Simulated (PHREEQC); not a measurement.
Dissolve 13 mmol/kgw Cu(NO3)2, 5.22 mmol/kgw HCl and 0.075 mmol/kgw KCl at 75 °C. Closed to the air; pH follows from the charge balance.

Model: ion-association model, phreeqc.dat, run in PHREEQC.

```yaml
pH: 2.35
ionic_strength: 0.0431 mol/kgw
specific_conductance: 10700 µS/cm
total_alkalinity: -5.22 meq/kg
```

```json
[
 {"species": "NO3-", "molality": "0.0260", "activity": "0.0208", "log γ": "-0.097"},
 {"species": "Cu+2", "molality": "0.0124", "activity": "0.00580", "log γ": "-0.330"},
 {"species": "H+", "molality": "0.00522", "activity": "0.00442", "log γ": "-0.072"},
 {"species": "Cl-", "molality": "0.00470", "activity": "0.00379", "log γ": "-0.093"},
 {"species": "CuCl+", "molality": "0.000595", "activity": "0.000482", "log γ": "-0.092"},
 {"species": "K+", "molality": "7.50e-5", "activity": "6.05e-5", "log γ": "-0.093"},
 {"species": "CuCl2", "molality": "1.55e-6", "activity": "1.56e-6", "log γ": "0.004"},
 {"species": "CuOH+", "molality": "1.62e-8", "activity": "1.31e-8", "log γ": "-0.092"},
 {"species": "Cu2(OH)2+2", "molality": "1.21e-8", "activity": "5.27e-9", "log γ": "-0.359"}
]
```

This is a speciation only: nothing precipitates in the calculation. Constants without temperature data keep their 25 °C values here.
